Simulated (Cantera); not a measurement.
A closed system holds: 1 mol AlN, 1.5 mol HCl, 15 mol H₂, at 1702 °C and 86.0 Pa.

Equilibrium computed with Cantera from the NASA thermochemical tables; the gas is ideal and each condensed phase is pure. The tables' values for AlCl₂ are old estimates; treat these amounts as uncertain. Rates play no part.

| species | before | after |
|---|---|---|
| H₂ | 0.844 | 0.884 |
| AlCl | 0.0541 | 0.0545 |
| N₂ | 0.0279 | 0.0285 |
| H | 0.0429 | 0.00407 |
| HCl | 0.0281 | 0.0260 |
| AlCl₃ | 1.95e-6 | 0.000187 |
| Cl | 0.00107 | 8.95e-5 |
| AlCl₂ | 0.000227 | 0.00223 |
| Al | 0.00147 | 0.000151 |
| AlH | 1.17e-5 | 1.33e-5 |
Gas species are given as mole fractions.

**Question.** Which change was made?
(A) pressure from 86.0 Pa to 10000 Pa
(B) temperature from 1702 °C to 677 °C
(C) H₂ from 15 to 0.43 mol
(D) pressure from 86.0 Pa to 41000 Pa

**Answer.** A, pressure from 86.0 Pa to 10000 Pa
